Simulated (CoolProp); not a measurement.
Vapour-liquid equilibrium of n-butane (1) + acetone (2) at 323.8 K; x and y are mole fractions of (1).

The numbers come from the multi-fluid Helmholtz-energy mixture model, Bücker 2006 and Lemmon 2006; pair parameters Bell 2016 in CoolProp.

Question: Give the bubble pressure and the first vapour's composition at x = 0.05, 0.2, 0.95. Is there an azeotrope?

Answer: x = 0.05: 1.579 bar, y = 0.480; x = 0.2: 3.109 bar, y = 0.755; x = 0.95: 4.986 bar, y = 0.963. No azeotrope shows between x = 0.05 and 0.95.

Pair parameters are fitted to limited data, so mixtures are less certain than the pure fluids. With so large a gap from Raoult's law the liquid may split in two, which this calculation doesn't test in full.
